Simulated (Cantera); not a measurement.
A closed system holds: 1 mol PbO, 1.2 mol H2, at 623.15 K and 0.150 bar.

Equilibrium computed with Cantera from the NASA thermochemical tables; the gas is ideal and each condensed phase is pure. Candidate condensed phases: H2O, Pb, PbO, PbO2, Pb3O4; 12 gas species. Rates play no part.

### Question
What is the equilibrium state?

### Answer
| Property | Value |
|---|---|
| x(H2O) | 0.833 |
| x(H2) | 0.167 |
| n(Pb(l)) | 1.00 mol |
| gas amount | 1.200 mol |
| log10 activity of PbO2(s) (absent) | -21.54 |
| log10 activity of Pb3O4(s) (absent) | -28.57 |
